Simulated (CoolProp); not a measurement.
CHF3 (R23) along the isotherm 316.2 K: density (kg/m³) from the reference equation and from simpler models built on Tc = 299.3 K, pc = 4.832 MPa, ω = 0.263; each cubic takes its own stable root.

Model: reference Helmholtz-energy equation of state, Penoncello 2003, in CoolProp.

| p (MPa) | phase | reference |
|---|---|---|
| 0.268 | gas | 7.259 |
| 0.537 | gas | 14.80 |
| 0.805 | gas | 22.60 |
| 1.07 | gas | 30.61 |
| 1.34 | gas | 39.10 |
| 1.61 | gas | 47.96 |
| 1.88 | gas | 57.24 |
| 2.15 | gas | 66.96 |
| 2.42 | gas | 77.20 |

### Question
How far does each simpler model (van der Waals, Soave-Redlich-Kwong) lie from the reference over these 9 states: mean and median of the absolute difference, and the worst?

### Answer
- van der Waals: mean 1.2 %, median 1.2 %, worst -2.1 % at 316.2 K and 2.42 MPa
- Soave-Redlich-Kwong: mean 0.6 %, median 0.6 %, worst -1.2 % at 316.2 K and 2.42 MPa
